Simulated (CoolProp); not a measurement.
A Linde-Hampson liquefier for CF4 (R14): isothermal reversible compression at 300 K from 1 atm to 20 MPa, throttling to 1 atm, return gas leaving the recuperator 0 K below the feed. Each further row changes one setting.

Computed with CoolProp (reference Helmholtz-energy equation of state, Platzer 1990). This equation is an older, rougher fit; its heat capacities, sound speeds and derivatives of the liquid may be far off and weren't checked against measurements.

```
case                        liquid yield per pass  compression work (kJ/kg of gas)
--------------------------  ---------------------  -------------------------------
as stated                                     ___                              135
high pressure 40 MPa                          ___                              154
warm-end temperature 330 K                  0.206                              154
warm-end gap 5 K                              ___                              135
```

Problem. Fill in the missing entries.

Solution. 
- as stated, liquid yield per pass: 0.274
- high pressure 40 MPa, liquid yield per pass: 0.295
- warm-end gap 5 K, liquid yield per pass: 0.262
